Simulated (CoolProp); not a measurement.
A closed Brayton cycle with carbon dioxide: compressor inlet 316.15 K and 8.7 MPa, high pressure 20.5 MPa, turbine inlet 940 K, compressor efficiency 0.85, turbine efficiency 0.85, recuperator effectiveness 0.95 (on enthalpy, no pinch check). Each further row changes one setting.

Values from CoolProp's reference Helmholtz-energy equation of state, Span 1996.

```json
[
 {"case": "as stated", "thermal efficiency (%)": "37.6", "net work (kJ/kg)": "90.9", "compressor to turbine work": "0.27", "compressor exit (K)": "373.2", "turbine exit (K)": "834.2"},
 {"case": "turbine inlet 890 K", "thermal efficiency (%)": "(withheld)", "net work (kJ/kg)": "83.8", "compressor to turbine work": "0.28", "compressor exit (K)": "373.2", "turbine exit (K)": "787.8"},
 {"case": "compressor inlet 326.15 K", "thermal efficiency (%)": "(withheld)", "net work (kJ/kg)": "82.1", "compressor to turbine work": "0.34", "compressor exit (K)": "395.8", "turbine exit (K)": "834.2"},
 {"case": "high pressure 17.4 MPa", "thermal efficiency (%)": "(withheld)", "net work (kJ/kg)": "75.9", "compressor to turbine work": "0.25", "compressor exit (K)": "362.2", "turbine exit (K)": "853.9"},
 {"case": "recuperator effectiveness 0.5", "thermal efficiency (%)": "18.7", "net work (kJ/kg)": "90.9", "compressor to turbine work": "0.27", "compressor exit (K)": "373.2", "turbine exit (K)": "834.2"}
]
```

Task: Complete the blanks.

Result: 
- turbine inlet 890 K, thermal efficiency (%): 36.1
- compressor inlet 326.15 K, thermal efficiency (%): 37.0
- high pressure 17.4 MPa, thermal efficiency (%): 35.6
